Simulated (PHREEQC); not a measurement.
A solution holds 7.2 mmol/kgw HF, 0.084 mmol/kgw H2SiF6, 0.34 mmol/kgw HBF4 and 0.042 mmol/kgw HNO3, at 15 °C. Closed to the air; pH follows from the charge balance.

All values are PHREEQC results (ion-association model, phreeqc.dat), not measurements.

Each row changes one thing in this solution. Precipitation was switched off in this run.

| case | pH | ionic strength (mol/kgw) | HF (mol/kgw) | F- (mol/kgw) | BF4- (mol/kgw) | HF2- (mol/kgw) | SI of Quartz (SiO2) |
|---|---|---|---|---|---|---|---|
| as made | 2.63 | 0.00256 | 0.00530 | 0.00190 | 0.000309 | 3.52e-5 | -3.64 |
| HNO3 from 4.2e-05 to 2.1e-05 mol/kgw | 2.63 | 0.00254 | 0.00529 | 0.00190 | 0.000309 | 3.53e-5 | -3.64 |
| H2SiF6 from 8.4e-05 to 7.56e-05 mol/kgw | 2.63 | 0.00254 | 0.00529 | 0.00190 | 0.000309 | 3.53e-5 | -3.68 |
| HF left out | 3.06 | 0.000932 | 0.000829 | 0.000779 | 1.48e-5 | 2.26e-6 | -0.11 |
| HBF4 from 0.00034 to 0.00051 mol/kgw | 2.61 | 0.00267 | 0.00538 | 0.00185 | 0.000464 | 3.48e-5 | -3.64 |

Complexes and solids missing from the database can't appear. SiF6-2 is the database's only silicon fluoride. Real BF4- forms and hydrolyses slowly; the run takes it at equilibrium.
